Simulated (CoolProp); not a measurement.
Acetone along the isotherm 276.85 °C: Z from the reference equation and from simpler models built on Tc = 235.0 °C, pc = 4692 kPa, ω = 0.307; each cubic takes its own stable root.

Computed with CoolProp (reference Helmholtz-energy equation of state, Lemmon 2006). It is a short technical equation, of lower accuracy than the large ones.

| p (kPa) | phase | reference |
|---|---|---|
| 235 | gas | 0.9849 |
| 469 | gas | 0.9698 |
| 704 | gas | 0.9544 |
| 938 | gas | 0.9390 |
| 1170 | gas | 0.9235 |
| 1410 | gas | 0.9073 |
| 1640 | gas | 0.8915 |
| 1880 | gas | 0.8749 |
| 2110 | gas | 0.8587 |
| 2350 | gas | 0.8416 |

Q: How far does each simpler model (Pitzer virial, van der Waals, Soave-Redlich-Kwong) lie from the reference over these 10 states: mean and median of the absolute difference, and the worst?

A: 
- Pitzer virial: mean 1.5 %, median 1.4 %, worst +3.2 % at 276.85 °C and 2350 kPa
- van der Waals: mean 1.4 %, median 1.5 %, worst +2.5 % at 276.85 °C and 2350 kPa
- Soave-Redlich-Kwong: mean 1.2 %, median 1.2 %, worst +2.3 % at 276.85 °C and 2350 kPa
